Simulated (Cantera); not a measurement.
Standard-state values (1 bar) from the NASA 1993 polynomials, evaluated with Cantera. Values are per mole of reaction as written; species without (g) are pure solids or liquids, kept so even where they would boil at 1 bar.

Question: Between 1798 and 2198 K, where is each reaction favourable under standard conditions?
- 2 KCl(g) ⇌ 2 K(g) + Cl2(g)

Answer: 
- 2 KCl(g) ⇌ 2 K(g) + Cl2(g): ΔG° is 485 kJ at 1798 K and 456 kJ at 2198 K; it stays positive (K < 1). ΔH° is 612 kJ and ΔS° 71 J/K at 2198 K.
